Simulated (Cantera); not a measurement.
SiHCl3 + H2 (silicon epitaxy and polysilicon growth)

Input: 1 mol SiHCl3, a varied amount of H2, held at 1550 K and 65.0 mbar.

These are equilibrium values from Cantera (NASA tables, ideal gas, pure condensed phases), not measurements of a reactor. Candidate condensed phases: Si; 19 gas species. The tables' values for SiCl3, SiCl are old estimates; treat these amounts as uncertain. Rates play no part.

From 6.9 mol H2 to 68 mol H2 the condensed part is Si(s). The main Si-bearing gas is SiCl2 throughout. The share of Si in condensed phases is highest at 68 mol H2 (70.6 %) and lowest at 6.9 mol H2 (16.5 %).

| n(H2) (mol) | x H2 | x HCl | x SiCl2 | x SiCl3 | x SiCl4 | x SiHCl3 | x H | n Si(s) |
|---|---|---|---|---|---|---|---|---|
| 6.9 | 0.765 | 0.140 | 0.0856 | 0.00639 | 0.00133 | 0.000891 | 0.000108 | 0.165 |
| 8.3 | 0.792 | 0.130 | 0.0710 | 0.00483 | 0.000913 | 0.000685 | 0.000110 | 0.204 |
| 10 | 0.817 | 0.119 | 0.0582 | 0.00358 | 0.000613 | 0.000515 | 0.000112 | 0.247 |
| 12 | 0.840 | 0.109 | 0.0474 | 0.00263 | 0.000406 | 0.000384 | 0.000113 | 0.290 |
| 15 | 0.864 | 0.0970 | 0.0363 | 0.00176 | 0.000238 | 0.000261 | 0.000115 | 0.345 |
| 18 | 0.882 | 0.0874 | 0.0289 | 0.00125 | 0.000151 | 0.000187 | 0.000116 | 0.391 |
| 22 | 0.899 | 0.0774 | 0.0222 | 0.000842 | 8.91e-5 | 0.000127 | 0.000117 | 0.442 |
| 26 | 0.912 | 0.0695 | 0.0177 | 0.000598 | 5.64e-5 | 9.10e-5 | 0.000118 | 0.484 |
| 32 | 0.926 | 0.0604 | 0.0132 | 0.000384 | 3.13e-5 | 5.90e-5 | 0.000119 | 0.536 |
| 38 | 0.936 | 0.0536 | 0.0102 | 0.000263 | 1.89e-5 | 4.06e-5 | 0.000120 | 0.578 |
| 46 | 0.945 | 0.0466 | 0.00764 | 0.000170 | 1.06e-5 | 2.64e-5 | 0.000120 | 0.622 |
| 56 | 0.954 | 0.0401 | 0.00561 | 0.000107 | 5.70e-6 | 1.67e-5 | 0.000121 | 0.666 |
| 68 | 0.961 | 0.0344 | 0.00410 | 6.69e-5 | 3.04e-6 | 1.05e-5 | 0.000121 | 0.706 |
x: gas mole fraction; n: condensed amount in mol.
